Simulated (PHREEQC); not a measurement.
Dissolve 0.053 mol Al2(SO4)3, 0.007 mol NaHCO3 and 0.017 mol NaCl per kg of water at 85 °C. Closed to the air; pH follows from the charge balance.

Computed with PHREEQC (ion-association model, phreeqc.dat).

```yaml
pH: 3.65
ionic_strength: 0.185 mol/kgw
total_alkalinity: 7.00 meq/kg
```

| species | molality | activity | log γ |
|---|---|---|---|
| AlSO4+ | 0.0663 | 0.0469 | -0.150 |
| SO4-2 | 0.0377 | 0.00986 | -0.583 |
| Al(SO4)2- | 0.0261 | 0.0184 | -0.150 |
| Na+ | 0.0225 | 0.0163 | -0.141 |
| Cl- | 0.0170 | 0.0118 | -0.159 |
| Al+3 | 0.00730 | 0.000787 | -0.968 |
| CO2 | 0.00697 | 0.00728 | 0.019 |
| AlOH+2 | 0.00410 | 0.00114 | -0.556 |
| Al(OH)2+ | 0.00225 | 0.00163 | -0.139 |
| NaSO4- | 0.00152 | 0.00110 | -0.139 |
| HSO4- | 0.00139 | 0.00100 | -0.142 |
| H+ | 0.000283 | 0.000221 | -0.108 |
| HCO3- | 1.99e-5 | 1.44e-5 | -0.139 |
| Al(OH)3 | 1.96e-5 | 2.04e-5 | 0.019 |

This is a speciation only: nothing precipitates in the calculation. Saturation is exceeded, for instance for Al(OH)3(a), Gibbsite (slow to form); the values hold only as long as no solid forms. Away from 25 °C the constants follow the database's enthalpies or fits; those with neither stay at their 25 °C values.
